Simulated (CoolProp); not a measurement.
Toluene along the isobar 2270 kPa: density (kg/m³) from the reference equation and from simpler models built on Tc = 318.6 °C, pc = 4126 kPa, ω = 0.266; each cubic takes its own stable root.

Model: reference Helmholtz-energy equation of state, Lemmon 2006, in CoolProp. It is a short technical equation, of lower accuracy than the large ones.

```json
[
 {"T (°C)": "59.95", "phase": "liquid", "reference": "831.4"},
 {"T (°C)": "86.55", "phase": "liquid", "reference": "805.9"},
 {"T (°C)": "113.15", "phase": "liquid", "reference": "779.6"},
 {"T (°C)": "139.75", "phase": "liquid", "reference": "751.9"},
 {"T (°C)": "166.25", "phase": "liquid", "reference": "722.6"},
 {"T (°C)": "192.85", "phase": "liquid", "reference": "690.5"},
 {"T (°C)": "219.45", "phase": "liquid", "reference": "654.4"},
 {"T (°C)": "246.05", "phase": "liquid", "reference": "611.6"}
]
```

### Question
How far does each simpler model (van der Waals, Redlich-Kwong, Soave-Redlich-Kwong, Peng-Robinson) lie from the reference over these 8 states: mean and median of the absolute difference, and the worst?

### Answer
- van der Waals: mean 46.6 %, median 40.5 %, worst -88.6 % at 246.05 °C and 2270 kPa
- Redlich-Kwong: mean 15.0 %, median 14.2 %, worst -19.4 % at 246.05 °C and 2270 kPa
- Soave-Redlich-Kwong: mean 11.4 %, median 10.7 %, worst -14.8 % at 246.05 °C and 2270 kPa
- Peng-Robinson: mean 1.3 %, median 1.2 %, worst -3.4 % at 246.05 °C and 2270 kPa

At some of these states van der Waals gives the other phase, because its saturation line lies elsewhere.
